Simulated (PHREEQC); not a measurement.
A solution holds 0.073 mmol/kgw Ca(HCO3)2, 0.738 mmol/kgw NaHCO3 and 5.9 mmol/kgw KCl, at 25 °C. Closed to the air; pH follows from the charge balance.

Equilibrium calculation in PHREEQC: ion-association model, phreeqc.dat.

The ionic strength comes out as 0.00686 mol/kgw. What activity coefficients do K+, Cl-, HCO3-, OH-, Ca+2 get?

K+ 0.92, Cl- 0.92, HCO3- 0.92, OH- 0.91, Ca+2 0.71.

No solid was allowed to form. Complexes and solids missing from the database can't appear.
